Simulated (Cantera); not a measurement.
## Ammonia decomposition in nitride growth gas

An isothermal, constant-pressure homogeneous reactor starts with 37.0 % NH₃, 63.0 % H₂, at 1823 K and 15000 Pa.

Cantera simulation using the gas-phase N/H chemistry of the illustrative SiF4/NH3 mechanism in the Surface Chemkin manual (1991); the numbers are that mechanism's predictions, not measurements. Walls and surfaces, which speed up NH3 decomposition in real reactors, are not modelled.

```csv
t (s),x NH₃,x H₂,x N₂H₂,x N₂,x NH,x N₂H₄,x N
2.00e-6,0.370,0.630,<1e-12,<1e-12,<1e-12,<1e-12,<1e-12
8.98e-6,0.370,0.630,<1e-12,<1e-12,1.60e-11,<1e-12,<1e-12
4.03e-5,0.370,0.630,4.46e-11,3.41e-12,4.96e-10,3.78e-12,<1e-12
0.000181,0.370,0.630,1.47e-9,2.33e-9,1.11e-8,8.30e-11,3.20e-11
0.000814,0.370,0.630,3.88e-8,6.70e-7,2.23e-7,1.67e-9,2.94e-9
0.00366,0.370,0.630,6.47e-7,8.31e-5,2.47e-6,1.89e-8,1.07e-7
0.0164,0.367,0.631,8.77e-7,0.00111,3.19e-6,2.43e-8,1.56e-7
0.0737,0.354,0.639,8.37e-7,0.00572,3.16e-6,2.32e-8,1.57e-7
0.331,0.304,0.671,6.84e-7,0.0240,3.03e-6,1.90e-8,1.60e-7
1.49,0.166,0.759,3.14e-7,0.0746,2.51e-6,8.46e-9,1.66e-7
6.68,0.0216,0.851,2.52e-8,0.127,1.19e-6,5.13e-10,1.52e-7
30.0,0.000617,0.864,9.15e-11,0.135,1.10e-7,1.34e-12,2.54e-8
```
x: mole fraction; the columns are a selection and need not sum to one.

Equilibrium at this temperature and pressure: NH₃ 1.22e-6, H₂ 0.864, N₂H₂ <1e-12, N₂ 0.135, NH 2.22e-10, N₂H₄ <1e-12, N 5.18e-11 (gas phase only).
